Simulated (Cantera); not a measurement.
A perfectly stirred reactor is fed with NH₃ : H₂ = 1.9 : 0.21 (molar parts), at 0.987 atm; it is held at 1598 K, and followed from long to short residence time.

Model: the gas-phase N/H chemistry of the illustrative SiF4/NH3 mechanism in the Surface Chemkin manual (1991), integrated in Cantera. Walls and surfaces, which speed up NH3 decomposition in real reactors, are not modelled.

x: mole fraction; the columns are a selection and need not sum to one.

```tsv
τ (s)	x NH₃	x H₂	x N	x NH	x N₂	x N₂H₂
1.0	0.771	0.195	4.84e-9	2.51e-7	0.0341	4.58e-7
0.55	0.822	[?]	4.69e-9	2.56e-7	[?]	[?]
0.30	0.855	0.133	4.52e-9	2.57e-7	0.0119	5.71e-7
0.17	0.874	0.119	4.38e-9	2.57e-7	0.00693	5.98e-7
0.090	0.886	0.110	4.26e-9	2.56e-7	0.00372	6.13e-7
0.049	0.893	0.105	4.15e-9	2.54e-7	0.00203	6.17e-7
0.027	0.896	0.103	4.03e-9	2.50e-7	0.00110	6.11e-7
0.015	0.898	0.101	3.85e-9	2.43e-7	0.000593	5.95e-7
0.0081	0.899	0.100	3.55e-9	2.30e-7	0.000300	5.61e-7
0.0044	0.900	0.1000	3.07e-9	2.07e-7	0.000144	5.00e-7
0.0024	0.900	0.0997	[?]	[?]	[?]	[?]
```

Problem. Complete the blanks.

Solution. 
- 0.55, x H₂: 0.157
- 0.55, x N₂: 0.0206
- 0.55, x N₂H₂: 5.25e-7
- 0.0024, x N: 2.33e-9
- 0.0024, x NH: 1.71e-7
- 0.0024, x N₂: 6.26e-5
- 0.0024, x N₂H₂: 4.04e-7
